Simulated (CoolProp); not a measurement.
Properties of sulfur hexafluoride along the isobar 5.08 MPa (Tc = 45.6 °C, pc = 3.755 MPa, ω = 0.210).

Computed with CoolProp (reference Helmholtz-energy equation of state, Guder 2009).

```csv
T (°C),phase,Z,speed of sound (m/s),fugacity coefficient
-33.15,liquid,[?],512.0,0.09455
-29.05,liquid,0.2065,494.5,0.1078
-24.95,liquid,0.2055,477.1,[?]
-20.85,liquid,0.2047,459.8,0.1378
-16.75,liquid,0.2040,442.6,0.1545
-12.55,liquid,0.2035,425.1,0.1729
-8.45,liquid,0.2031,407.9,0.1919
-4.35,liquid,0.2030,390.8,0.2121
-0.25,liquid,0.2030,373.7,0.2334
3.85,liquid,0.2033,356.5,0.2557
7.95,liquid,0.2038,339.2,0.2791
12.05,liquid,[?],321.8,0.3034
16.15,liquid,0.2056,304.2,0.3285
20.25,liquid,0.2071,286.3,0.3545
```

**Question.** What belongs in the gaps?

**Answer.** 
- -33.15, Z: 0.2076
- -24.95, fugacity coefficient: 0.1222
- 12.05, Z: 0.2045
